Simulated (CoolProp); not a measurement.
n-pentane at several states: Z from the reference equation and from simpler models built on Tc = 469.7 K, pc = 3.368 MPa, ω = 0.251; each cubic takes its own stable root.

Computed with CoolProp (reference Helmholtz-energy equation of state, Thol 2019).

| T (K) | p (MPa) | phase | reference |
|---|---|---|---|
| 428.7 | 0.304 | gas | 0.9565 |
| 254.5 | 4.27 | liquid | 0.2183 |
| 587.1 | 0.335 | gas | 0.9844 |
| 349.8 | 2.49 | liquid | 0.1083 |
| 297.3 | 0.0644 | gas | 0.9684 |

How far does each simpler model (van der Waals, Redlich-Kwong, Soave-Redlich-Kwong, Peng-Robinson) lie from the reference over these 5 states: mean and median of the absolute difference, and the worst?


- van der Waals: mean 26.0 %, median 1.5 %, worst +64.2 % at 254.5 K and 4.27 MPa
- Redlich-Kwong: mean 5.5 %, median 0.8 %, worst +14.4 % at 349.8 K and 2.49 MPa
- Soave-Redlich-Kwong: mean 4.1 %, median 0.6 %, worst +10.1 % at 349.8 K and 2.49 MPa
- Peng-Robinson: mean 1.3 %, median 0.5 %, worst -2.8 % at 349.8 K and 2.49 MPa
